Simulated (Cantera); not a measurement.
Mixture: CH₄ : C₂H₆ : C₃H₈ : O₂ : N₂ : H₂O = 1 : 0.036 : 0.68 : 7.37 : 27.3 : 0.14 (molar parts), at 10.0 bar, adiabatic and at constant pressure. Ignition delay is the time to a rise of 400 K.

Model: GRI-Mech 3.0 (53 species, 325 reactions), integrated in Cantera. GRI-Mech 3.0 was tuned for natural gas; its chemistry of propane as a main component is partial and can be far from experiment.

Problem. Predict: delay at 1000 K; delay at 1075 K; delay at 1150 K; delay at 1225 K; delay at 1300 K; delay at 1375 K; delay at 1450 K; apparent activation energy between 1300 and 1450 K.

Solution. 
- delay at 1000 K: 45.2 ms
- delay at 1075 K: 12.7 ms
- delay at 1150 K: 3.65 ms
- delay at 1225 K: 1.07 ms
- delay at 1300 K: 0.330 ms
- delay at 1375 K: 0.113 ms
- delay at 1450 K: 44.3 µs
- apparent activation energy between 1300 and 1450 K: 210 kJ/mol
